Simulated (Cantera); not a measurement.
**Thermodynamics of hydrogen reduction and annealing atmospheres, feed V2O3 + H2 + H2O**

Input: 1 mol V2O3, 40 mol H2, 0.11 mol H2O, at 0.133 bar.

Cantera equilibrium calculation (NASA polynomials, part measured and part estimated; ideal gas, pure solids and liquids). Candidate condensed phases: H2O, V, VO, V2O3, V2O4, V2O5; 12 gas species. Mutual solubility and eutectic melting of coexisting phases are not modelled. VO: taken at fixed stoichiometry. Condensed phases not in the tables: the oxides between V2O3 and V2O5 other than VO2. Rates play no part.

```tsv
T (K)	log p H2	log p H2O	log p H	log p VO2	log p VO	n V2O3(s)	n VO(s)	n VO(l)
1423	-0.88	-3.44	-5.62	-10.37	-11.32	1.00	0	0
1498	-0.88	-3.32	-5.20	-9.44	-10.30	0.966	0.0685	0
1573	-0.88	-3.15	-4.83	-8.56	-9.42	0.896	0.209	0
1648	-0.88	-2.99	-4.49	-7.77	-8.62	0.803	0.394	0
1723	-0.88	-2.85	-4.18	-7.05	-7.89	0.684	0.631	0
1798	-0.88	-2.72	-3.89	-6.39	-7.23	0.536	0.927	0
1873	-0.88	-2.60	-3.63	-5.79	-6.63	0.356	1.29	0
1948	-0.89	-2.49	-3.39	-5.24	-6.07	0.140	1.72	0
2023	-0.89	-2.44	-3.17	-4.77	-5.56	0	1.99	0
2098	-0.89	-2.44	-2.96	-4.42	-5.11	0	0	1.99
2173	-0.89	-2.45	-2.76	-4.13	-4.72	0	0	1.97
2248	-0.90	-2.46	-2.58	-3.85	-4.35	0	0	1.94
```
log p: log10 of the partial pressure in bar; n: condensed amount in mol.

At 1423 K the condensed part is V2O3(s). From 1498 K to 1948 K the condensed part is VO(s) + V2O3(s). At 2023 K the condensed part is VO(s). From 2098 K to 2248 K the condensed part is VO(l).
